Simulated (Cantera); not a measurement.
**Stirred combustor or abatement burner**

A perfectly stirred reactor is fed with H2 : O2 : N2 = 1 : 0.847 : 3.19 (molar parts), at 5.00 bar; it is adiabatic with a 350 K inlet, and is followed from long to short residence time, starting on the burning branch (τ in s: 0.16, 0.048, 0.014, 0.0044, 0.0013, 0.00041, 0.00012, 3.7e-05, 1.1e-05).

Computed with Cantera and GRI-Mech 3.0 (53 species, 325 reactions). The hydrogen kinetics of GRI-Mech 3.0 are dated; newer H2 mechanisms differ, most at raised pressure.

```
τ (s)    T (K)      x H2    x O2   x H2O2  x H2O     x HO2    x NO2       x O
-------  -----  --------  ------  -------  -----  --------  -------  --------
0.16      1866   5.35e-5  0.0762  1.76e-7  0.220   1.87e-6  1.67e-7   3.38e-5
0.048     1865   8.93e-5  0.0762  2.13e-7  0.220   2.35e-6  8.64e-8   4.63e-5
0.014     1863  0.000181  0.0762  3.03e-7  0.219   3.75e-6  6.73e-8   8.08e-5
0.0044    1859  0.000378  0.0761  4.66e-7  0.219   6.98e-6  6.66e-8  0.000158
0.0013    1851  0.000835  0.0760  7.53e-7  0.218   1.46e-5  6.10e-8  0.000341
0.00041   1836   0.00177  0.0760  1.18e-6  0.216   2.94e-5  4.64e-8  0.000718
0.00012   1806   0.00387  0.0762  1.87e-6  0.213   5.98e-5  3.39e-8   0.00154
3.7e-5    1747   0.00814  0.0773  3.02e-6  0.206  0.000110  2.82e-8   0.00297
1.1e-5    1628    0.0186  0.0818  5.98e-6  0.191  0.000192  2.04e-8   0.00473
```
x: mole fraction; the columns are a selection and need not sum to one.
